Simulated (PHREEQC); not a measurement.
Make-up at 20 °C: 0.091 mol FeSO4, 0.0041 mol MgSO4 and 0.01 mol Na2SO4 per kg of water. Closed to the air; pH follows from the charge balance.

Model: ion-association model, phreeqc.dat, run in PHREEQC.

Each row changes one thing in this solution. No solid was allowed to form.

```csv
case,pH,ionic strength (mol/kgw),SO4-2 (mol/kgw),Fe+2 (mol/kgw),FeSO4 (mol/kgw),Na+ (mol/kgw),SI of Melanterite (FeSO4:7H2O)
as made,5.95,0.236,0.0606,0.0502,0.0408,0.0185,-1.31
FeSO4 from 0.091 to 0.1 mol/kgw,5.94,0.254,0.0651,0.0547,0.0453,0.0184,-1.27
MgSO4 from 0.0041 to 0.0082 mol/kgw,5.95,0.243,0.0624,0.0500,0.0410,0.0185,-1.31
temperature from 20 to 70 °C,…,0.184,0.0476,0.0380,0.0529,0.0185,…
Na2SO4 from 0.01 to 0.015 mol/kgw,…,0.247,0.0642,0.0496,0.0413,0.0276,-1.31
MgSO4 left out,5.94,0.229,0.0589,0.0504,0.0406,0.0185,-1.31
MgSO4 replaced by CaSO4 at the same molality,5.95,0.236,0.0609,0.0502,0.0408,0.0185,-1.31
Na2SO4 from 0.01 to 0.005 mol/kgw,…,0.225,0.0571,0.0508,0.0402,0.00927,…
```

### Question
What belongs in the gaps?

### Answer

- temperature from 20 to 70 °C, pH: 5.45
- temperature from 20 to 70 °C, SI of Melanterite (FeSO4:7H2O): -2.02
- Na2SO4 from 0.01 to 0.015 mol/kgw, pH: 5.96
- Na2SO4 from 0.01 to 0.005 mol/kgw, pH: 5.93
- Na2SO4 from 0.01 to 0.005 mol/kgw, SI of Melanterite (FeSO4:7H2O): -1.32

Species that the database lacks are ignored. At this temperature some constants are extrapolated from 25 °C, and those without enthalpy data are left unchanged.
